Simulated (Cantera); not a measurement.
Cantera with NASA thermochemical tables; ideal gases at 1 bar, condensed phases pure. Values are per mole of reaction as written; species without (g) are pure solids or liquids, kept so even where they would boil at 1 bar.

2 CF2(g) + CuF2(g) → 2 CF3(g) + Cu, with ΔH° = -309.6 kJ and ΔS° = -185.4 J/K at 300 K.

Problem. How far is the shortcut ΔG° ≈ ΔH°(300 K) − T·ΔS°(300 K) from the full temperature-dependent value at 2250, 2300, 2350, 2400, 2450 K?

Solution. 
| T (K) | shortcut (kJ) | full (kJ) | difference (kJ) | difference in log10 K | condensed phases |
|---|---|---|---|---|---|
| 2250 | 107.6 | 73.4 | 34.2 | -0.79 | Cu(l) |
| 2300 | 116.9 | 80.9 | 36.0 | -0.82 | Cu(l) |
| 2350 | 126.2 | 88.3 | 37.8 | -0.84 | Cu(l) |
| 2400 | 135.4 | 95.8 | 39.7 | -0.86 | Cu(l) |
| 2450 | 144.7 | 103.2 | 41.5 | -0.89 | Cu(l) |
The shortcut ignores heat capacities and the phase changes listed.
